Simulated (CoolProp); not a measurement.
R22 at several states: Z from the reference equation and from simpler models built on Tc = 369.3 K, pc = 4990 kPa, ω = 0.221; each cubic takes its own stable root.

Computed with CoolProp (reference Helmholtz-energy equation of state, Kamei 1995).

| T (K) | p (kPa) | phase | reference |
|---|---|---|---|
| 339.4 | 16000 | liquid | 0.4343 |
| 304.1 | 458 | gas | 0.9353 |
| 473.8 | 404 | gas | 0.9885 |
| 132.8 | 145 | liquid | 0.006772 |
| 371.8 | 13300 | supercritical | 0.3809 |
| 162.9 | 55.7 | liquid | 0.002225 |

Problem. How far does each simpler model (van der Waals, Redlich-Kwong, Soave-Redlich-Kwong) lie from the reference over these 6 states: mean and median of the absolute difference, and the worst?

Solution. 
- van der Waals: mean 7339.6 %, median 44.2 %, worst +43877.5 % at 162.9 K and 55.7 kPa
- Redlich-Kwong: mean 9.0 %, median 12.6 %, worst +13.8 % at 132.8 K and 145 kPa
- Soave-Redlich-Kwong: mean 8.3 %, median 11.1 %, worst +14.1 % at 371.8 K and 13300 kPa

At some of these states van der Waals gives the other phase, because its saturation line lies elsewhere.
